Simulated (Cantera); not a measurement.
Charge: 1 mol HgO, 0.031 mol O₂, 52 mol N₂, held at 2.20 bar.

Cantera equilibrium calculation (NASA polynomials, part measured and part estimated; ideal gas, pure solids and liquids). Candidate condensed phases: Hg, HgO; 10 gas species. Kinetics and transport are ignored.

Task: Which condensed phases are stable at each of these points (T (K)): 500, 575, 650, 725, 800, 875, 950?

Result: 
```tsv
T (K)	condensed phases	Hg condensed (%)
500	HgO(s)	99.5
575	HgO(s)	76.3
650	gas only	0.0
725	gas only	0.0
800	gas only	0.0
875	gas only	0.0
950	gas only	0.0
```

From 500 K to 575 K the condensed part is HgO(s). From 650 K to 950 K nothing is condensed.
